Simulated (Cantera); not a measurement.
## Ignition delay

Mixture: CH3OH : O2 : N2 = 1 : 1.58 : 7.5 (molar parts), equivalence ratio 0.95, at 0.839 atm, adiabatic and at constant volume. Ignition delay is the time to a rise of 400 K.

Model: GRI-Mech 3.0 (53 species, 325 reactions), integrated in Cantera. GRI-Mech 3.0 was tuned for natural gas; its chemistry of methanol as a main component is partial and can be far from experiment.

| T0 (K) | delay (ms) |
|---|---|
| 1100 | 70.4 |
| 1150 | 27.3 |
| 1200 | 11.5 |
| 1250 | 5.24 |
| 1300 | 2.56 |
| 1350 | 1.33 |

| Quantity | Result |
|---|---|
| apparent activation energy between 1250 and 1350 K | 190 kJ/mol |
